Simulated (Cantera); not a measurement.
# Ignition delay

Mixture: 6.94 % CH₃OH, 18.9 % O₂, 71.5 % N₂, 2.64 % H₂, equivalence ratio 0.62, at 4.93 atm, adiabatic and at constant volume. Ignition delay is the time to a rise of 400 K.

Cantera simulation using GRI-Mech 3.0 (53 species, 325 reactions); the numbers are that mechanism's predictions, not measurements. GRI-Mech 3.0 was tuned for natural gas; its chemistry of methanol as a main component is partial and can be far from experiment.

| T0 (K) | delay (ms) |
|---|---|
| 1225 | 1.35 |
| 1300 | 0.483 |
| 1375 | 0.193 |
| 1450 | 0.0862 |
| 1525 | 0.0424 |
| 1600 | 0.0227 |
| 1675 | 0.0130 |
| 1750 | 0.00787 |

The apparent activation energy between 1600 and 1750 K comes out as 160 kJ/mol.
